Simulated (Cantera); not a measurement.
A closed system holds: 1 mol SiHCl3, 2.4 mol HCl, 100 mol N2, at 1425 K and 75.0 Torr.

Equilibrium computed with Cantera from the NASA thermochemical tables; the gas is ideal and each condensed phase is pure. Candidate condensed phases: NH4Cl, Si, Si3N4; 28 gas species. N2 is the only nitrogen source here; it is nearly inert below about 1500 K, so the nitride shown seldom forms there in practice. The tables' values for SiCl3 are old estimates; treat these amounts as uncertain. Rates play no part.

Base state: N2 0.962, HCl 0.0276, SiCl4 0.00402, H2 0.00256, SiCl2 0.00199, SiCl3 0.00143, SiHCl3 2.91e-5 (mole fractions); condensed: Si3N4(s).

Problem. What changes in the equilibrium state with this change: temperature from 1425 K to 1475 K?

Solution. 
```csv
species,before,after
N2,0.962,0.962
HCl,0.0276,0.0272
SiCl2,0.00199,0.00376
SiCl4,0.00402,0.00294
Cl,9.65e-6,1.72e-5
SiCl3,0.00143,0.00180
H2,0.00256,0.00276
"Si3N4(s), mol",0.0752,0.0377
```

Problem. What changes in the equilibrium state with this change: temperature from 1425 K to 1625 K?

Solution. 
```
species         before     after
-------------  -------  --------
N2               0.962     0.960
HCl             0.0276    0.0288
SiCl2          0.00199   0.00689
SiCl4          0.00402  0.000988
Cl             9.65e-6  0.000116
SiHCl3         2.91e-5   1.01e-5
H2             0.00256   0.00190
SiCl3          0.00143   0.00171
Si3N4(s), mol   0.0752         0
```
